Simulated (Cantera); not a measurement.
Equilibrium for fluorocarbon and chlorocarbon gases: CH3F + H2

A closed system holds: 1 mol CH3F, 0.61 mol H2, equilibrated at 1.00 bar.

Cantera equilibrium calculation (NASA polynomials, part measured and part estimated; ideal gas, pure solids and liquids). Candidate condensed phases: C, C6H6, C7H8, C8H18; 95 gas species. Rates play no part.

From 1125 K to 2025 K the condensed part is C(graphite). The main C-bearing gas is CH4 at 1125 K and C2H2 (acetylene) at 2025 K.

```csv
T (K),x H2,x HF,x CH4,x H,x C2H2 (acetylene),x CH3,n C(graphite)
1125,0.602,0.387,0.0105,3.45e-8,1.38e-8,1.11e-8,0.973
1200,0.609,0.385,0.00585,1.54e-7,6.25e-8,2.82e-8,0.985
1275,0.612,0.384,0.00347,5.77e-7,2.35e-7,6.38e-8,0.991
1350,0.614,0.384,0.00217,1.87e-6,7.60e-7,1.31e-7,0.994
1425,0.615,0.384,0.00142,5.35e-6,2.17e-6,2.49e-7,0.996
1500,0.615,0.384,0.000974,1.38e-5,5.55e-6,4.42e-7,0.997
1575,0.616,0.383,0.000690,3.26e-5,1.30e-5,7.43e-7,0.998
1650,0.616,0.383,0.000504,7.13e-5,2.81e-5,1.19e-6,0.999
1725,0.616,0.383,0.000379,0.000146,5.68e-5,1.82e-6,0.999
1800,0.616,0.383,0.000292,0.000281,0.000108,2.70e-6,0.999
1875,0.616,0.383,0.000230,0.000514,0.000195,3.86e-6,0.998
1950,0.616,0.383,0.000184,0.000899,0.000336,5.37e-6,0.998
2025,0.615,0.383,0.000150,0.00151,0.000556,7.27e-6,0.997
```
x: gas mole fraction; n: condensed amount in mol.
